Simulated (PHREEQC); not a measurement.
Dissolve 0.00097 mol ZnSO4, 0.0018 mol NaCl and 9.9e-05 mol H2SO4 per kg of water at 25 °C. Closed to the air; pH follows from the charge balance.

All values are PHREEQC results (ion-association model, wateq4f.dat), not measurements.

| quantity | before | after |
|---|---|---|
| pH | 3.76 | 4.42 |
| ionic strength (mol/kgw) | 0.00552 | 0.00117 |
| SO4-2 (mol/kgw) | 0.000945 | 0.000206 |
| Zn+2 (mol/kgw) | 0.000863 | 0.000187 |
| ZnSO4 (mol/kgw) | 0.000103 | 6.68e-6 |
| HSO4- (mol/kgw) | 1.26e-5 | 6.71e-7 |
| SI of Goslarite (ZnSO4:7H2O) | -4.40 | -5.59 |
| SI of Zincite(c) (ZnO) | -6.81 | -6.08 |

Problem. Which change was made?
(A) 2.8e-05 mol/kgw Cs2SO4 added
(B) diluted 5-fold with water
(C) NaCl from 0.0018 to 0.018 mol/kgw
(D) temperature from 25 to 30 °C
(E) H2SO4 replaced by Na2SO4 at the same molality

Solution. B, diluted 5-fold with water

Precipitation was switched off in this run.
